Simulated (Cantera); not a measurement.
## Ti(OiPr)4 + H2O + H2 (titanium nitride, carbide and oxide coatings)

Charge: 1 mol Ti(OiPr)4, a varied amount of H2O, 500 mol H2, at 1.33 mbar.

Cantera equilibrium calculation (NASA polynomials, part measured and part estimated; ideal gas, pure solids and liquids). Candidate condensed phases: C, C6H6, C7H8, C8H18, H2O, Ti, TiC, TiO, TiO2, Ti2O3, Ti3O5, Ti4O7; 113 gas species. The feed counts by its element totals alone. Mutual solubility and eutectic melting of coexisting phases are not modelled. TiC, TiO: taken at fixed stoichiometry. Condensed phases not in the tables: Magnéli phases beyond Ti4O7, solid solutions among these carbides, nitrides and lower oxides. The numbers say what is thermodynamically allowed, not how fast it happens.

Map the stable condensed phases over T = 1175, 1225, 1275, 1325, 1375, 1425, 1475, 1525, 1575, 1625, 1675, 1725, 1775, 1825 °C and n(H2O) in mol = 2, 2.6, 3.2, 4, 5, 6.2, 7.7, 9.6, 12, 15, 19, 23, 29.


```
T in °C \ n(H2O) in mol
           2 2.6 3.2   4   5 6.2 7.7 9.6  12  15  19  23  29
   1825    A   A   A   A   A   B   B   C   D   D   D   D   E
   1775    A   A   A   A   A   B   B   F   D   D   D   E   E
   1725    A   A   A   A   A   A   B   F   D   D   D   D   D
   1675    A   A   A   A   A   A   G   F   D   D   D   D   D
   1625    A   A   A   A   A   A   G   F   D   D   D   D   D
   1575    A   A   A   A   A   A   G   F   D   D   D   D   D
   1525    A   A   A   A   A   A   G   F   D   D   D   D   D
   1475    A   A   A   A   A   A   G   F   D   D   D   D   E
   1425    A   A   A   A   A   A   G   F   D   D   D   E   E
   1375    A   A   A   A   A   A   G   F   D   D   E   E   E
   1325    A   A   A   A   A   A   G   F   D   E   E   E   H
   1275    A   A   A   A   A   A   G   F   D   E   E   H   H
   1225    A   A   A   A   A   A   I   F   E   E   H   H   H
   1175    A   A   A   A   A   A   I   F   E   E   H   H   H
```
A: C + TiC; B: TiC; C: gas only; D: Ti3O5; E: Ti4O7; F: Ti2O3; G: TiC + TiO; H: TiO2; I: TiC + Ti2O3.
